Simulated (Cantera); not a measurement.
Input (Python, Cantera):

```python
import numpy as np
import cantera as ct

gas = ct.Solution("gri30.yaml", transport_model="mixture-averaged")
show = ['CH3', 'OH', 'H2']

rows = []
print(f"{'T/K':>7s}{'rho':>11s}{'cp':>10s}{'mu':>11s}{'lambda':>11s}{'Pr':>7s}" + "".join(f"{'D_' + s:>11s}" for s in show))
for T in [400, 600, 800, 1000, 1200, 1400, 1600, 1800, 2000]:
    gas.TPX = T, 500000, {'CO2': 0.91, 'H2': 0.29}
    Pr = gas.cp_mass * gas.viscosity / gas.thermal_conductivity
    D = [gas.mix_diff_coeffs_mole[gas.species_index(s)] for s in show]
    rows.append([gas.density, gas.cp_mass, gas.viscosity, gas.thermal_conductivity, Pr, *D])
    print(f"{T:7g}{gas.density:11.4e}{gas.cp_mass:10.1f}{gas.viscosity:11.4e}"
          f"{gas.thermal_conductivity:11.4e}{Pr:7.3f}" + "".join(f"{d:11.4e}" for d in D))
print("SI units: kg/m3, J/kg/K, Pa s, W/m/K, m2/s")
```

Output:

```
    T/K        rho        cp         mu     lambda     Pr      D_CH3       D_OH       D_H2
    400 5.0906e+00    1133.4 1.9896e-05 5.3417e-02  0.422 7.3150e-06 1.0339e-05 2.2163e-05
    600 3.3938e+00    1269.4 2.7955e-05 7.7532e-02  0.458 1.5081e-05 2.0945e-05 4.4250e-05
    800 2.5453e+00    1363.2 3.4861e-05 1.0003e-01  0.475 2.4837e-05 3.4196e-05 7.1770e-05
   1000 2.0363e+00    1431.8 4.1002e-05 1.2138e-01  0.484 3.6357e-05 4.9813e-05 1.0418e-04
   1200 1.6969e+00    1482.3 4.6596e-05 1.4179e-01  0.487 4.9491e-05 6.7607e-05 1.4110e-04
   1400 1.4545e+00    1521.8 5.1783e-05 1.6139e-01  0.488 6.4129e-05 8.7441e-05 1.8227e-04
   1600 1.2727e+00    1552.7 5.6653e-05 1.8025e-01  0.488 8.0190e-05 1.0921e-04 2.2746e-04
   1800 1.1313e+00    1577.0 6.1271e-05 1.9845e-01  0.487 9.7608e-05 1.3282e-04 2.7649e-04
   2000 1.0181e+00    1596.3 6.5683e-05 2.1603e-01  0.485 1.1633e-04 1.5820e-04 3.2921e-04
SI units: kg/m3, J/kg/K, Pa s, W/m/K, m2/s
```

Cantera simulation using GRI-Mech 3.0 (53 species, 325 reactions); the numbers are that mechanism's predictions, not measurements.
